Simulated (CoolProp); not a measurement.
Saturated liquid density (kg/m³) of sulfur hexafluoride: the reference equation beside estimates from Tc = 318.7 K, pc = 3.755 MPa, ω = 0.210.

Computed with CoolProp (reference Helmholtz-energy equation of state, Guder 2009).

```tsv
T (K)	reference	Redlich-Kwong	Soave-Redlich-Kwong	Peng-Robinson
251.3	1698	1534	1593	1808
258.3	1656	1483	1543	1751
265.3	1612	1429	1488	1689
272.4	1563	1370	1428	1620
279.4	1512	1307	1363	1546
286.4	1455	1239	1292	1463
293.4	1390	1163	1211	1369
300.4	1314	1076	1119	1260
```

Absolute difference from the reference over all 8 rows, mean and median: Redlich-Kwong 13.3 and 13.0 %, Soave-Redlich-Kwong 9.8 and 9.2 %, Peng-Robinson 3.6 and 3.9 %.
